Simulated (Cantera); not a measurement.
An isothermal, constant-pressure homogeneous reactor starts with CH4 : N2 = 1 : 8.1 (molar parts), at 1498 K and 0.133 bar. Integrator tolerance rtol = 1e-08.

Cantera simulation using GRI-Mech 3.0 (53 species, 325 reactions); the numbers are that mechanism's predictions, not measurements. GRI-Mech 3.0 stops at C3 and has no aromatics, soot or wall deposition, so with more carbon than oxygen in the feed, carbon stays in small species such as C2H2 where larger ones or solid carbon would form.

| quantity | before | after |
|---|---|---|
| x(CH4) at 30.0 s | 0.00501 (gas-phase equilibrium 0.000899) | 0.000606 (gas-phase equilibrium 0.000313) |
| x(H) at 30.0 s | 1.65e-5 (gas-phase equilibrium 1.82e-5) | 5.75e-5 (gas-phase equilibrium 5.77e-5) |
| x(HCN) at 30.0 s | 7.87e-8 (gas-phase equilibrium 0.0599) | 9.87e-7 (gas-phase equilibrium 0.0630) |
| x(C2H) at 30.0 s | 1.02e-8 (gas-phase equilibrium 4.37e-9) | 6.43e-8 (gas-phase equilibrium 2.33e-8) |
| x(C2H6) at 30.0 s | 3.18e-7 (gas-phase equilibrium 1.85e-8) | 1.09e-8 (gas-phase equilibrium 3.24e-9) |

**Question.** What was changed between the two runs?
A) pressure from 0.133 bar to 1.01 bar
B) temperature 1498 to 1600 K
C) N2 8.1 to 4.5 parts
D) N2 8.1 to 1.6 parts

**Answer.** B, temperature 1498 to 1600 K
